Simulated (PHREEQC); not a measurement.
Consider water at 88 °C with 29 mmol/kgw AgF and 13 mmol/kgw HF. Closed to the air; pH follows from the charge balance.

The numbers come from PHREEQC with the ion-association model, wateq4f.dat.

No solid was allowed to form.

**Question.** Order these F species by the share of F that they hold, largest first: F-, H2F2, HF, AgF, HF2-.

**Answer.** F- (65 %), HF (27 %), HF2- (6.3 %), AgF (1.3 %), H2F2 (0.13 %)

The pH is 4.01 and the ionic strength 0.0286 mol/kgw. Away from 25 °C the constants follow the database's enthalpies or fits; those with neither stay at their 25 °C values.
